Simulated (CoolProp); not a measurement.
Cyclopropane along the isotherm 153.75 °C: Z from the reference equation and from simpler models built on Tc = 125.5 °C, pc = 5605 kPa, ω = 0.131; each cubic takes its own stable root.

Values from CoolProp's reference Helmholtz-energy equation of state, Polt 1992. This equation is an older, rougher fit.

```csv
p (kPa),phase,reference
200,gas,0.9899
400,gas,0.9798
601,gas,0.9695
801,gas,0.9591
1000,gas,0.9487
1200,gas,0.9381
1400,gas,0.9274
1600,gas,0.9165
1800,gas,0.9055
2000,gas,0.8944
2200,gas,0.8831
2400,gas,0.8716
2600,gas,0.8599
2800,gas,0.8481
```

Question: How far does each simpler model (Pitzer virial, van der Waals, Redlich-Kwong, Soave-Redlich-Kwong, Peng-Robinson) lie from the reference over these 14 states: mean and median of the absolute difference, and the worst?

Answer: 
- Pitzer virial: mean 0.6 %, median 0.5 %, worst +1.7 % at 153.75 °C and 2800 kPa
- van der Waals: mean 0.7 %, median 0.7 %, worst +1.3 % at 153.75 °C and 2800 kPa
- Redlich-Kwong: mean 0.0 %, median 0.0 %, worst -0.1 % at 153.75 °C and 2800 kPa
- Soave-Redlich-Kwong: mean 0.2 %, median 0.2 %, worst +0.3 % at 153.75 °C and 2800 kPa
- Peng-Robinson: mean 0.9 %, median 0.9 %, worst -1.7 % at 153.75 °C and 2800 kPa
